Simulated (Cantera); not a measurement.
A perfectly stirred reactor is fed with H2 : O2 : N2 = 1 : 0.714 : 2.69 (molar parts), equivalence ratio 0.70, at 1.00 atm; it is adiabatic with a 650 K inlet, and is followed from long to short residence time, starting on the burning branch (τ in s: 0.068, 0.036, 0.019, 0.01, 0.0054, 0.0029, 0.0015, 0.00081, 0.00043, 0.00023, 0.00012, 6.4e-05).

Model: GRI-Mech 3.0 (53 species, 325 reactions), integrated in Cantera.

### Question
What does this change do: 0.13 parts H2O added?

### Answer
```csv
quantity,before,after
"blow-out, bracketed by the residence times tried","burning at 64.0 µs, the shortest tried","burning at 64.0 µs, the shortest tried"
x(H2) at τ = 68.0 ms,0.00208,0.00178
x(O2) at τ = 68.0 ms,0.0521,0.0511
x(O) at τ = 68.0 ms,0.00103,0.000774
x(H) at τ = 68.0 ms,0.000411,0.000299
x(NO) at τ = 68.0 ms,0.00253,0.00148
x(H2) at τ = 1.50 ms,0.00786,0.00766
x(O2) at τ = 1.50 ms,0.0535,0.0522
x(O) at τ = 1.50 ms,0.00397,0.00337
x(H) at τ = 1.50 ms,0.00326,0.00286
x(NO) at τ = 1.50 ms,0.000170,0.000105
```
